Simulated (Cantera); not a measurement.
A perfectly stirred reactor is fed with 96.9 % NO, 3.10 % N₂, at 1280 Torr; it is held at 1600 K, and followed from long to short residence time.

Detailed kinetics in Cantera: GRI-Mech 3.0 (53 species, 325 reactions).

Q: Predict: x(NO) at τ = 16.0 s; x(N₂O) at τ = 16.0 s; x(NO₂) at τ = 16.0 s; x(O₂) at τ = 16.0 s; x(N₂) at τ = 16.0 s; x(NO) at τ = 0.180 s; x(N₂O) at τ = 0.180 s; x(NO₂) at τ = 0.180 s; x(O₂) at τ = 0.180 s; x(N₂) at τ = 0.180 s.

A: 
```json
{
  "x(NO) at τ = 16.0 s": "0.512",
  "x(N₂O) at τ = 16.0 s": "9.66e-5",
  "x(NO₂) at τ = 16.0 s": "0.00279",
  "x(O₂) at τ = 16.0 s": "0.226",
  "x(N₂) at τ = 16.0 s": "0.259",
  "x(NO) at τ = 0.180 s": "0.951",
  "x(N₂O) at τ = 0.180 s": "0.000328",
  "x(NO₂) at τ = 0.180 s": "0.00125",
  "x(O₂) at τ = 0.180 s": "0.00778",
  "x(N₂) at τ = 0.180 s": "0.0393"
}
```
